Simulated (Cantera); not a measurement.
A perfectly stirred reactor is fed with H2 : O2 : N2 = 1.4 : 1 : 0.52 (molar parts), equivalence ratio 0.70, at 45000 Pa; it is held at 1225 K, and followed from long to short residence time.

Detailed kinetics in Cantera: the H2/O2 subset of GRI-Mech 3.0, which has no nitrogen chemistry. The temperature is held fixed by assumption; the heat of reaction is taken as removed at once.

Question: What does this change do: pressure from 45000 Pa to 18000 Pa?

Answer: 
```
quantity                 before     after
---------------------  --------  --------
x(H2) at τ = 22.0 s     4.52e-5   6.01e-5
x(O2) at τ = 22.0 s       0.135     0.135
x(O) at τ = 22.0 s      1.38e-6   7.76e-6
x(OH) at τ = 22.0 s     7.98e-5  0.000201
x(H2O) at τ = 22.0 s      0.631     0.630
x(H2) at τ = 0.100 s    0.00172   0.00217
x(O2) at τ = 0.100 s      0.136     0.136
x(O) at τ = 0.100 s     7.36e-5  0.000334
x(OH) at τ = 0.100 s   0.000451   0.00122
x(H2O) at τ = 0.100 s     0.628     0.627
```

Question: What does this change do: H2 1.4 to 0.19 parts?

Answer: 
| quantity | before | after |
|---|---|---|
| x(H2) at τ = 22.0 s | 4.52e-5 | 8.86e-6 |
| x(O2) at τ = 22.0 s | 0.135 | 0.560 |
| x(O) at τ = 22.0 s | 1.38e-6 | 3.47e-6 |
| x(OH) at τ = 22.0 s | 7.98e-5 | 5.84e-5 |
| x(H2O) at τ = 22.0 s | 0.631 | 0.118 |
| x(H2) at τ = 0.100 s | 0.00172 | 0.000309 |
| x(O2) at τ = 0.100 s | 0.136 | 0.560 |
| x(O) at τ = 0.100 s | 7.36e-5 | 0.000140 |
| x(OH) at τ = 0.100 s | 0.000451 | 0.000341 |
| x(H2O) at τ = 0.100 s | 0.628 | 0.117 |

Question: What does this change do: H2 1.4 to 5.8 parts?

Answer: 
| quantity | before | after |
|---|---|---|
| x(H2) at τ = 22.0 s | 4.52e-5 | 0.601 |
| x(O2) at τ = 22.0 s | 0.135 | 2.31e-5 |
| x(O) at τ = 22.0 s | 1.38e-6 | 3.77e-9 |
| x(OH) at τ = 22.0 s | 7.98e-5 | 1.26e-6 |
| x(H2O) at τ = 22.0 s | 0.631 | 0.316 |
| x(H2) at τ = 0.100 s | 0.00172 | 0.599 |
| x(O2) at τ = 0.100 s | 0.136 | 0.000346 |
| x(O) at τ = 0.100 s | 7.36e-5 | 8.31e-7 |
| x(OH) at τ = 0.100 s | 0.000451 | 1.90e-5 |
| x(H2O) at τ = 0.100 s | 0.628 | 0.315 |
